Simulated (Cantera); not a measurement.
Feed: 1 mol SiH₄, 0.11 mol NH₃, 1.8 mol N₂, held at 9.00 Torr.

Cantera equilibrium calculation (NASA polynomials, part measured and part estimated; ideal gas, pure solids and liquids). Candidate condensed phases: Si, Si₃N₄; 18 gas species. Gases not in the tables: Si₂H₆ and higher silanes. Kinetics and transport are ignored.

Which condensed phases are stable at each of these points (T (°C)): 577, 727, 877, 1027, 1177, 1327, 1477, 1627, 1777?


```tsv
T (°C)	condensed phases	Si condensed (%)
577	Si₃N₄(s)	100.0
727	Si₃N₄(s)	100.0
877	Si₃N₄(s)	100.0
1027	Si₃N₄(s)	100.0
1177	Si₃N₄(s)	100.0
1327	Si₃N₄(s)	100.0
1477	Si₃N₄(s)	99.9
1627	Si(l)	99.5
1777	Si(l)	97.0
```

From 577 °C to 1477 °C the condensed part is Si₃N₄(s). From 1627 °C to 1777 °C the condensed part is Si(l).
